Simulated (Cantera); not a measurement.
A Cantera script and its output.

```python
import numpy as np
import cantera as ct

gas = ct.Solution("gri30.yaml", transport_model="multicomponent")
show = ['CO2', 'OH', 'H2']

rows = []
print(f"{'T/K':>7s}{'rho':>11s}{'cp':>10s}{'mu':>11s}{'lambda':>11s}{'Pr':>7s}" + "".join(f"{'D_' + s:>11s}" for s in show))
for T in [400, 500, 600, 700, 800, 900, 1000, 1100, 1200]:
    gas.TPX = T, 87, {'CO2': 0.89}
    Pr = gas.cp_mass * gas.viscosity / gas.thermal_conductivity
    D = [gas.mix_diff_coeffs_mole[gas.species_index(s)] for s in show]
    rows.append([gas.density, gas.cp_mass, gas.viscosity, gas.thermal_conductivity, Pr, *D])
    print(f"{T:7g}{gas.density:11.4e}{gas.cp_mass:10.1f}{gas.viscosity:11.4e}"
          f"{gas.thermal_conductivity:11.4e}{Pr:7.3f}" + "".join(f"{d:11.4e}" for d in D))
print("SI units: kg/m3, J/kg/K, Pa s, W/m/K, m2/s")
```

It prints:

```
    T/K        rho        cp         mu     lambda     Pr      D_CO2       D_OH       D_H2
    400 1.1512e-03     937.9 1.9751e-05 2.5287e-02  0.733 0.0000e+00 4.8464e-02 1.2738e-01
    500 9.2099e-04    1013.9 2.3989e-05 3.3180e-02  0.733 0.0000e+00 7.1754e-02 1.8668e-01
    600 7.6749e-04    1076.1 2.7866e-05 4.0901e-02  0.733 0.0000e+00 9.8385e-02 2.5431e-01
    700 6.5785e-04    1126.8 3.1458e-05 4.8364e-02  0.733 0.0000e+00 1.2812e-01 3.2971e-01
    800 5.7562e-04    1168.6 3.4817e-05 5.5541e-02  0.733 0.0000e+00 1.6078e-01 4.1247e-01
    900 5.1166e-04    1203.7 3.7985e-05 6.2453e-02  0.732 0.0000e+00 1.9623e-01 5.0224e-01
   1000 4.6050e-04    1234.3 4.0991e-05 6.9156e-02  0.732 0.0000e+00 2.3433e-01 5.9873e-01
   1100 4.1863e-04    1258.4 4.3861e-05 7.5500e-02  0.731 0.0000e+00 2.7499e-01 7.0170e-01
   1200 3.8375e-04    1279.4 4.6611e-05 8.1635e-02  0.731 0.0000e+00 3.1812e-01 8.1095e-01
SI units: kg/m3, J/kg/K, Pa s, W/m/K, m2/s
```

Detailed kinetics in Cantera: GRI-Mech 3.0 (53 species, 325 reactions).
